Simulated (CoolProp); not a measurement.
Saturation properties of CHF3 (R23).

Model: reference Helmholtz-energy equation of state, Penoncello 2003, in CoolProp.

```tsv
T (K)	p (MPa)	liquid cp (kJ/(kg K))	vapour Z	surface tension (mN/m)	vapour viscosity (µPa s)	liquid conductivity (mW/(m K))
158.8	0.009944	1.202	…	23.1	7.68	171
172.3	0.02966	1.212	0.9804	20.4	…	154
185.7	0.07323	1.229	0.9653	17.9	…	140
199.2	…	1.253	0.9434	15.3	9.91	128
212.7	0.3056	…	0.9136	12.8	10.6	118
226.2	0.5414	1.338	0.8750	10.4	…	109
239.6	0.8914	1.408	0.8269	8.03	12.2	100
253.1	1.393	1.516	0.7667	5.78	13.1	91.8
266.6	2.081	1.702	0.6916	3.68	14.2	83.1
280.1	2.999	2.117	0.5946	1.81	15.9	73.3
```

Problem. Some entries are withheld; supply them.

Solution. 
- 158.8, vapour Z: 0.9900
- 172.3, vapour viscosity (µPa s): 8.44
- 185.7, vapour viscosity (µPa s): 9.17
- 199.2, p (MPa): 0.1581
- 212.7, liquid cp (kJ/(kg K)): 1.288
- 226.2, vapour viscosity (µPa s): 11.4

It boils at 191.1 K under 1 atm.

Viscosity comes from a separate model (Shan 2000). Thermal conductivity comes from a separate model (Shan 2000). Surface tension comes from a separate correlation (Mulero 2012).
